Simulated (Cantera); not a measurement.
Feed: 1 mol Ti, 0.39 mol O2, 3.6 mol CO.

Cantera equilibrium calculation (NASA polynomials, part measured and part estimated; ideal gas, pure solids and liquids). Candidate condensed phases: C, Ti, TiC, TiO, TiO2, Ti2O3, Ti3O5, Ti4O7; 15 gas species. Mutual solubility and eutectic melting of coexisting phases are not modelled. TiC, TiO: taken at fixed stoichiometry. Condensed phases not in the tables: Magnéli phases beyond Ti4O7, solid solutions among these carbides, nitrides and lower oxides. Rates play no part.

**Question.** What condenses at these points (T in °C, P in Pa): (1527, 10); (1077, 850000); (977, 850000); (1277, 3000000); (1177, 440); (1027, 1600); (927, 1600); (1027, 19000)?

**Answer.** 
| T (°C) | P in Pa | condensed phases | Ti condensed (%) |
|---|---|---|---|
| 1527 | 10 | TiC + TiO | 99.9 |
| 1077 | 850000 | C + TiO2 | 100.0 |
| 977 | 850000 | C + TiO2 | 100.0 |
| 1277 | 3000000 | C + TiO2 | 100.0 |
| 1177 | 440 | TiC + Ti2O3 | 100.0 |
| 1027 | 1600 | C + Ti3O5 | 100.0 |
| 927 | 1600 | C + Ti4O7 | 100.0 |
| 1027 | 19000 | C + Ti4O7 | 100.0 |
